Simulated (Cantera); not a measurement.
**Equilibrium for boron, boron nitride and boron oxide: borazine + O2 + H2**

A closed system holds: 1 mol borazine, 0.34 mol O2, 150 mol H2, at 610 Pa.

These are equilibrium values from Cantera (NASA tables, ideal gas, pure condensed phases), not measurements of a reactor. Candidate condensed phases: B, BN, B2O3, B3O3H3, H2O; 39 gas species. The feed counts by its element totals alone. Mutual solubility and eutectic melting of coexisting phases are not modelled. The tables' values for BH2 are old estimates; treat these amounts as uncertain. Equilibrium is a limit: real reactors are often held back by kinetics, nucleation or transport.

```
T (°C)  log p H2  log p H  log p N2  log p HBO  log p BO  n BN(s)  n B2O3(l)  n B(s)
------  --------  -------  --------  ---------  --------  -------  ---------  ------
1050       -2.22    -6.91     -5.06      -5.43     -8.58     2.57      0.108       0
1125       -2.22    -6.43     -5.01      -4.94     -7.67     2.51          0       0
1200       -2.22    -6.01     -4.93      -4.73     -7.09     2.41          0       0
1275       -2.22    -5.62     -4.89      -4.63     -6.65     2.35          0       0
1350       -2.22    -5.27     -4.88      -4.61     -6.32     2.33          0       0
1425       -2.22    -4.95     -4.87      -4.60     -6.03     2.32          0       0
1500       -2.22    -4.66     -4.87      -4.61     -5.78     2.31          0       0
1575       -2.22    -4.39     -4.86      -4.63     -5.57     2.30          0       0
1650       -2.22    -4.14     -4.45      -4.66     -5.38     1.19          0    1.08
1725       -2.23    -3.91     -4.23      -4.70     -5.22        0          0    2.24
1800       -2.24    -3.70     -4.24      -4.75     -5.08        0          0    2.20
```
log p: log10 of the partial pressure in bar; n: condensed amount in mol.

At 1050 °C the condensed part is BN(s) + B2O3(l). From 1125 °C to 1575 °C the condensed part is BN(s). At 1650 °C the condensed part is B(s) + BN(s). From 1725 °C to 1800 °C the condensed part is B(s). The main B-bearing gas is HBO2 at 1050 °C and HBO at 1800 °C. The share of B in condensed phases is highest at 1050 °C (92.7 %) and lowest at 1800 °C (73.3 %).
